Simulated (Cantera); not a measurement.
## Adiabatic ignition

An adiabatic, constant-pressure homogeneous reactor starts with CH4 : CO : O2 : N2 = 1 : 0.24 : 0.964 : 3.62 (molar parts), at 1650 K and 10.0 bar.

Detailed kinetics in Cantera: GRI-Mech 3.0 (53 species, 325 reactions).

```json
[
 {"t (s)": "6.00e-6", "T (K)": "1650", "x CH4": "0.171", "x CO": "0.0412", "x O2": "0.165", "x H2": "5.08e-5", "x HCN": "<1e-12", "x H": "2.80e-7"},
 {"t (s)": "1.82e-5", "T (K)": "1654", "x CH4": "0.170", "x CO": "0.0412", "x O2": "0.165", "x H2": "0.000380", "x HCN": "<1e-12", "x H": "8.32e-7"},
 {"t (s)": "5.53e-5", "T (K)": "1714", "x CH4": "0.153", "x CO": "0.0445", "x O2": "0.154", "x H2": "0.00629", "x HCN": "3.13e-11", "x H": "1.00e-5"},
 {"t (s)": "0.000168", "T (K)": "2609", "x CH4": "1.48e-6", "x CO": "0.163", "x O2": "4.48e-6", "x H2": "0.171", "x HCN": "5.00e-5", "x H": "0.00518"},
 {"t (s)": "0.000510", "T (K)": "2609", "x CH4": "1.52e-9", "x CO": "0.163", "x O2": "4.61e-6", "x H2": "0.171", "x HCN": "3.12e-6", "x H": "0.00526"},
 {"t (s)": "0.00155", "T (K)": "2610", "x CH4": "1.46e-9", "x CO": "0.163", "x O2": "4.65e-6", "x H2": "0.171", "x HCN": "1.75e-6", "x H": "0.00527"},
 {"t (s)": "0.00470", "T (K)": "2610", "x CH4": "1.45e-9", "x CO": "0.163", "x O2": "4.66e-6", "x H2": "0.171", "x HCN": "1.49e-6", "x H": "0.00527"},
 {"t (s)": "0.0143", "T (K)": "2610", "x CH4": "1.45e-9", "x CO": "0.163", "x O2": "4.66e-6", "x H2": "0.171", "x HCN": "1.48e-6", "x H": "0.00527"},
 {"t (s)": "0.0434", "T (K)": "2610", "x CH4": "1.45e-9", "x CO": "0.163", "x O2": "4.66e-6", "x H2": "0.171", "x HCN": "1.48e-6", "x H": "0.00527"},
 {"t (s)": "0.132", "T (K)": "2610", "x CH4": "1.45e-9", "x CO": "0.163", "x O2": "4.66e-6", "x H2": "0.171", "x HCN": "1.48e-6", "x H": "0.00527"},
 {"t (s)": "0.400", "T (K)": "2610", "x CH4": "1.45e-9", "x CO": "0.163", "x O2": "4.66e-6", "x H2": "0.171", "x HCN": "1.48e-6", "x H": "0.00527"}
]
```
x: mole fraction; the columns are a selection and need not sum to one.

```
Quantity                                                             Value
---------------------------------  ---------------------------------------
time of steepest temperature rise                                  74.6 µs
temperature at 0.400 s                                              2610 K
equilibrium temperature                                             2610 K
x(CH4) at 0.400 s                  1.45e-9 (gas-phase equilibrium 1.63e-9)
x(CO) at 0.400 s                       0.163 (gas-phase equilibrium 0.163)
x(O2) at 0.400 s                   4.66e-6 (gas-phase equilibrium 4.66e-6)
```
